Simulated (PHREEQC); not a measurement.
Synthetic water in mg/kgw, 35 °C, pH 2.74, pe 8.5: Na 428; K 4.18; Ca 143; Mg 84.4; Cl 398; S(6) as SO4 1230; Cu(2) 0.831.

Valence states are taken as typed.

Model: ion-association model, wateq4f.dat, run in PHREEQC.

Task: The ionic strength comes out as 0.0435 mol/kgw. What activity coefficients do Cu+2, K+, KSO4-, Ca+2, Mg+2 get?

Result: Cu+2 0.49, K+ 0.82, KSO4- 0.83, Ca+2 0.48, Mg+2 0.49.

No solid was allowed to form. Complexes and solids missing from the database can't appear.
